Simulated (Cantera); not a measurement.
A perfectly stirred reactor is fed with 1.45 % CO, 5.72 % O2, 2.09 % H2O, 90.7 % N2, equivalence ratio 0.13, at 1.20 bar; it is held at 1400 K, and followed from long to short residence time.

Computed with Cantera and GRI-Mech 3.0 (53 species, 325 reactions).

One state of this run: x CO = 0.00619; x O2 = 0.0528; x H2O = 0.0205; x OH = 0.000490; x H2O2 = 3.50e-7; x O = 0.000703; x NO2 = 6.03e-10. x: mole fraction; the columns are a selection and need not sum to one.

Task: Which value of τ (s) does it belong to?
A. 5.8
B. 0.30
C. 0.00080
D. 0.015

Result: C, 0.00080
